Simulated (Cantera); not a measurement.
Feed: 1 mol TEOS, 0.22 mol N2O, equilibrated at 700 Pa.

Equilibrium computed with Cantera from the NASA thermochemical tables; the gas is ideal and each condensed phase is pure. Candidate condensed phases: C, C6H6, C7H8, C8H18, H2O, Si, SiC, SiO2, Si2N2O, Si3N4; 151 gas species. The feed counts by its element totals alone. Mutual solubility and eutectic melting of coexisting phases are not modelled. Rates play no part.

### Question
At 1423 K, list the 4 most abundant gas species with their mole fractions, and the condensed phases.

### Answer
H2 0.699, CO 0.290, N2 0.0109, SiO 0.000404. Condensed: C(graphite) + SiC(s) + Si2N2O(s).
